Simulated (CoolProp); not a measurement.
Vapour pressure (MPa) of sulfur dioxide: the reference equation beside estimates from Tc = 430.6 K, pc = 7.887 MPa, ω = 0.256.

Computed with CoolProp (reference Helmholtz-energy equation of state, Gao 2016).

```
T (K)  reference  Redlich-Kwong  Peng-Robinson
-----  ---------  -------------  -------------
235.8    0.02523            [?]            [?]
249.8    0.05378         0.1122        0.05478
263.9     0.1048         0.2009         0.1058
277.9     0.1881         0.3336         0.1886
291.9        [?]         0.5224         0.3159
305.9     0.5044         0.7795         0.5021
320       0.7699          1.119         0.7657
334        1.127          1.549            [?]
348        1.595          2.083          1.589
362.1      2.199          2.735          2.195
376.1        [?]          3.508            [?]
390.1      3.883            [?]          3.894
```

Task: Complete the blanks.

Result: 
- 235.8, Redlich-Kwong: 0.05769
- 235.8, Peng-Robinson: 0.02605
- 291.9, reference: 0.3165
- 334, Peng-Robinson: 1.121
- 376.1, reference: 2.953
- 376.1, Peng-Robinson: 2.954
- 390.1, Redlich-Kwong: 4.416

Absolute difference from the reference over all 12 rows, mean and median: Redlich-Kwong 58.0 and 49.9 %, Peng-Robinson 0.7 and 0.4 %.
